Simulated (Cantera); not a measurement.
A Cantera script and what it prints.

```python
import numpy as np
import cantera as ct

gas_names = """
    H HO2 H2 H2O H2O2 Hg O OH O2 O3
""".split()
cond_names = """
    H2O(s) H2O(L) Hg(cr) Hg(L) HgO(s)
""".split()


# ... load() reads the species with a 1 bar reference pressure and builds the phases ...
atoms = {
    'HgO': {'Hg': 1, 'O': 1},
    'O2': {'O': 2},
    'H2': {'H': 2},
}
top_T = {}  # K; cautious upper limits of use, not melting points


# ... equilibrate(T, P, feed) seeds the gas with the atoms and calls Mixture.equilibrate('TP', solver="vcs", rtol=1e-11, max_steps=5000) ...
results = []
feed = {'HgO': 1, 'O2': 0.14, 'H2': 0.19}  # mol
P = 140000  # Pa
for T in [575, 650, 725, 800, 875, 950, 1025, 1100, 1175, 1250]:
    mix = equilibrate(T, P, feed)
    results.append((T, P, feed, dict(zip(mix.species_names, mix.species_moles))))
    x = sorted(zip(gas.X, gas.species_names), reverse=True)
    print(f"T = {T:g} K  P = {P:g} Pa  gas = {mix.phase_moles(0):.4g} mol")
    print("   x: " + "  ".join(f"{s} {v:.3e}" for v, s in x if v > 1e-06))
    print("   condensed (mol): " + ("  ".join(f"{mix.phase(i).name} {mix.phase_moles(i):.4g}"
          for i in range(1, mix.n_phases) if mix.phase_moles(i) > 1e-12) or "none"))
```

It prints:

```
T = 575 K  P = 140000 Pa  gas = 0.2354 mol
   x: H2O 8.072e-01  O2 1.917e-01  Hg 1.088e-03
   condensed (mol): HgO(s) 0.9997
T = 650 K  P = 140000 Pa  gas = 0.2491 mol
   x: H2O 7.626e-01  O2 1.995e-01  Hg 3.783e-02
   condensed (mol): HgO(s) 0.9906
T = 725 K  P = 140000 Pa  gas = 0.9975 mol
   x: Hg 5.096e-01  O2 2.999e-01  H2O 1.905e-01
   condensed (mol): HgO(s) 0.4917
T = 800 K  P = 140000 Pa  gas = 1.735 mol
   x: Hg 5.764e-01  O2 3.141e-01  H2O 1.095e-01
   condensed (mol): none
T = 875 K  P = 140000 Pa  gas = 1.735 mol
   x: Hg 5.764e-01  O2 3.141e-01  H2O 1.095e-01
   condensed (mol): none
T = 950 K  P = 140000 Pa  gas = 1.735 mol
   x: Hg 5.764e-01  O2 3.141e-01  H2O 1.095e-01
   condensed (mol): none
T = 1025 K  P = 140000 Pa  gas = 1.735 mol
   x: Hg 5.764e-01  O2 3.141e-01  H2O 1.095e-01
   condensed (mol): none
T = 1100 K  P = 140000 Pa  gas = 1.735 mol
   x: Hg 5.764e-01  O2 3.141e-01  H2O 1.095e-01
   condensed (mol): none
T = 1175 K  P = 140000 Pa  gas = 1.735 mol
   x: Hg 5.764e-01  O2 3.141e-01  H2O 1.095e-01  OH 2.251e-06
   condensed (mol): none
T = 1250 K  P = 140000 Pa  gas = 1.735 mol
   x: Hg 5.764e-01  O2 3.141e-01  H2O 1.095e-01  OH 6.115e-06
   condensed (mol): none
```

Equilibrium computed with Cantera from the NASA thermochemical tables; the gas is ideal and each condensed phase is pure.
